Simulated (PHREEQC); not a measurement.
Na2SO4 is added in steps, without added water, to 1 kg of water holding 0.0019 mol/kgw HF, 0.041 mol/kgw NH3 and 0.014 mol/kgw NaCl, at 20 °C. Oxygen is held at 0.21 atm. CO2 from the air is kept out. The run lets Halite, Mirabilite precipitate or redissolve, and no other solid.

Base run: PHREEQC, ion-association model, wateq4f.dat. Each further column changes one thing. The table gives NaSO4- (mol/kgw).

| Na2SO4 added (mol) | base | Davies equation for every ion | database phreeqc.dat | Debye-Hückel limiting law |
|---|---|---|---|---|
| 0 | 0 | 0 | 0 | 0 |
| 0.007687 | 0.000494 | 0.000490 | 0.000495 | 0.000406 |
| 0.01537 | 0.00129 | 0.00128 | 0.00129 | 0.000966 |
| 0.02306 | 0.00230 | 0.00230 | 0.00231 | 0.00159 |
| 0.03075 | 0.00350 | 0.00352 | 0.00351 | 0.00224 |
| 0.03844 | 0.00485 | 0.00492 | 0.00487 | 0.00290 |
| 0.04356 | 0.00583 | 0.00595 | 0.00585 | 0.00332 |
| 0.05125 | 0.00740 | 0.00762 | 0.00743 | 0.00395 |
| 0.05894 | 0.00909 | 0.00944 | 0.00913 | 0.00454 |
| 0.06663 | 0.0109 | 0.0114 | 0.0109 | 0.00511 |
| 0.07431 | 0.0128 | 0.0135 | 0.0128 | 0.00565 |
| 0.082 | 0.0148 | 0.0158 | 0.0148 | 0.00615 |

 phreeqc.dat and wateq4f.dat share most of their constants, so their agreement is no independent check. Solids allowed in the column 'database phreeqc.dat': Halite.
